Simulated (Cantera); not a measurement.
A closed system holds: 1 mol BN, 2.9 mol F2, equilibrated at 848 K and 7.50 Torr.

Equilibrium computed with Cantera from the NASA thermochemical tables; the gas is ideal and each condensed phase is pure. Candidate condensed phases: B, BN; 13 gas species. Kinetics and transport are ignored.

Base state: F2 0.398, BF3 0.329, N2 0.161, F 0.105, NF3 0.00673 (mole fractions); condensed: gas only.

What changes in the equilibrium state with this change: temperature from 848 K to 1400 K?


| species | before | after |
|---|---|---|
| F | 0.105 | 0.649 |
| BF3 | 0.329 | 0.233 |
| N2 | 0.161 | 0.116 |
| F2 | 0.398 | 0.00147 |
| NF3 | 0.00673 | <1e-9 |

What changes in the equilibrium state with this change: pressure from 7.50 Torr to 248 Torr?


| species | before | after |
|---|---|---|
| BF3 | 0.329 | 0.391 |
| F2 | 0.398 | 0.325 |
| NF3 | 0.00673 | 0.143 |
| F | 0.105 | 0.0165 |
| N2 | 0.161 | 0.124 |
